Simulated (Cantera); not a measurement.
What does this Cantera script print?

```python
import numpy as np
import cantera as ct

gas = ct.Solution("gri30.yaml")
gas.TPX = 1775, 100000, {'CH4': 1, 'H2O': 1.6}
reactor = ct.IdealGasConstPressureReactor(gas, energy="off", clone=False)
net = ct.ReactorNet([reactor])
net.rtol, net.atol = 1e-08, 1e-18
show = ['CH4', 'H2O', 'O2', 'O', 'CH2', 'C2H']
times = np.geomspace(0.0003, 2, 10)

steps = ct.SolutionArray(gas, extra=["t"])
rows = []
print(f"{'t/s':>10s}{'T/K':>9s}{'P/Pa':>11s}" + "".join(f"{s:>11s}" for s in show))
for t in times:
    while net.time < t:
        t_next = net.step()
        steps.append(gas.state, t=t_next)
    rows.append([np.interp(t, steps.t, y) for y in (steps.T, steps.P, *steps(*show).X.T)])
    print(f"{t:10.3e}{rows[-1][0]:9.1f}{rows[-1][1]:11.4g}" + "".join(f"{x:11.3e}" for x in rows[-1][2:]))
rate = np.gradient(steps.T, steps.t)
print("integrator steps:", len(steps.t))
if steps.T.max() > steps.T[0] + 200:
    print(f"time of steepest temperature rise: {steps.t[rate.argmax()]:.4e} s")
gas.TPX = 1775, 100000, {'CH4': 1, 'H2O': 1.6}
gas.equilibrate("TP")
print(f"equilibrium (TP): T = {gas.T:.1f} K  " + "  ".join(f"{s} {gas[s].X[0]:.3e}" for s in show))
```

Output:

```
       t/s      T/K       P/Pa        CH4        H2O         O2          O        CH2        C2H
 3.000e-04   1775.0      1e+05  3.255e-01  5.970e-01  1.769e-09  6.414e-09  1.695e-06  2.927e-08
 7.980e-04   1775.0      1e+05  2.493e-01  5.595e-01  3.019e-09  3.677e-09  1.181e-06  1.402e-07
 2.123e-03   1775.0      1e+05  1.643e-01  5.137e-01  2.032e-09  2.223e-09  8.435e-07  2.604e-07
 5.646e-03   1775.0      1e+05  9.145e-02  4.694e-01  1.009e-09  1.654e-09  6.138e-07  3.440e-07
 1.502e-02   1775.0      1e+05  4.682e-02  4.224e-01  6.971e-10  1.478e-09  4.441e-07  3.725e-07
 3.995e-02   1775.0      1e+05  2.968e-02  3.598e-01  4.787e-10  1.358e-09  2.974e-07  3.081e-07
 1.063e-01   1775.0      1e+05  2.238e-02  2.805e-01  2.798e-10  1.173e-09  1.691e-07  1.909e-07
 2.827e-01   1775.0      1e+05  1.480e-02  2.034e-01  1.532e-10  9.987e-10  7.909e-08  8.905e-08
 7.519e-01   1775.0      1e+05  7.637e-03  1.492e-01  8.943e-11  8.579e-10  2.982e-08  2.613e-08
 2.000e+00   1775.0      1e+05  2.364e-03  1.251e-01  6.530e-11  7.718e-10  7.352e-09  2.616e-09
integrator steps: 1676
equilibrium (TP): T = 1775.0 K  CH4 1.327e-07  H2O 1.203e-01  O2 6.051e-11  O 7.492e-10  CH2 3.791e-13  C2H 3.520e-17
```

Model: GRI-Mech 3.0 (53 species, 325 reactions), integrated in Cantera.
